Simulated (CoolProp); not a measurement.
Vapour-liquid equilibrium of R113 (1) + n-heptane (2) at 570 kPa; x and y are mole fractions of (1).

Computed with CoolProp (multi-fluid Helmholtz-energy mixture model, Marx 1992 and Span 2003; pair parameters Bell 2016).

```
x     bubble temperature, mixture model (K)  bubble temperature, Raoult's law (K)  y, mixture model  y, Raoult's law
----  -------------------------------------  ------------------------------------  ----------------  ---------------
0.05                                  438.2                                 438.6        (withheld)            0.140
0.15                             (withheld)                                 429.6             0.338            0.360
0.25                             (withheld)                                 421.8             0.497            0.523
0.35                                  413.1                                 415.0             0.616            0.645
0.45                             (withheld)                                 408.9             0.708            0.739
0.55                             (withheld)                                 403.5             0.780            0.812
0.65                                  397.4                                 398.7             0.840            0.870
0.75                                  393.4                                 394.3             0.891            0.917
0.85                                  389.8                                 390.3             0.936            0.955
0.95                                  386.5                                 386.6        (withheld)            0.986
```

**Question.** Fill in the missing entries.

**Answer.** 
- 0.05, y, mixture model: 0.128
- 0.15, bubble temperature, mixture model (K): 428.5
- 0.25, bubble temperature, mixture model (K): 420.2
- 0.45, bubble temperature, mixture model (K): 407.0
- 0.55, bubble temperature, mixture model (K): 401.9
- 0.95, y, mixture model: 0.979

The largest gap from Raoult's law is -1.9 K in bubble temperature, at x = 0.35. No azeotrope shows between x = 0.05 and 0.95.

The pair parameters rest on a limited set of measurements; away from them the model extrapolates.
